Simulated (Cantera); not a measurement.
Source: NASA polynomial tables (part measured, part estimated), evaluated in Cantera. Values are per mole of reaction as written; species without (g) are pure solids or liquids, kept so even where they would boil at 1 bar. ZrN: taken at fixed stoichiometry.

ZrO2 + 3 N2O(g) → ZrN + 5 NO(g), with ΔH° = 943.8 kJ and ΔS° = 382.4 J/K at 300 K.

Problem. How far is the shortcut ΔG° ≈ ΔH°(300 K) − T·ΔS°(300 K) from the full temperature-dependent value at 698, 798, 898, 998, 1098, 1198, 1298, 1398, 1498, 1598, 1698 K?

Solution. 
| T (K) | shortcut (kJ) | full (kJ) | difference (kJ) | difference in log10 K | condensed phases |
|---|---|---|---|---|---|
| 698 | 676.9 | 676.3 | 0.6 | -0.04 | ZrO2(monoclinic), ZrN(s) |
| 798 | 638.7 | 638.3 | 0.4 | -0.03 | ZrO2(monoclinic), ZrN(s) |
| 898 | 600.4 | 600.4 | 0.0 | 0.00 | ZrO2(monoclinic), ZrN(s) |
| 998 | 562.2 | 562.8 | -0.6 | 0.03 | ZrO2(monoclinic), ZrN(s) |
| 1098 | 524.0 | 525.4 | -1.4 | 0.07 | ZrO2(monoclinic), ZrN(s) |
| 1198 | 485.7 | 488.1 | -2.4 | 0.10 | ZrO2(monoclinic), ZrN(s) |
| 1298 | 447.5 | 451.0 | -3.5 | 0.14 | ZrO2(monoclinic), ZrN(s) |
| 1398 | 409.3 | 414.1 | -4.8 | 0.18 | ZrO2(monoclinic), ZrN(s) |
| 1498 | 371.0 | 377.4 | -6.3 | 0.22 | ZrO2(tetragonal), ZrN(s) |
| 1598 | 332.8 | 341.1 | -8.3 | 0.27 | ZrO2(tetragonal), ZrN(s) |
| 1698 | 294.6 | 304.9 | -10.4 | 0.32 | ZrO2(tetragonal), ZrN(s) |
The shortcut ignores heat capacities and the phase changes listed.
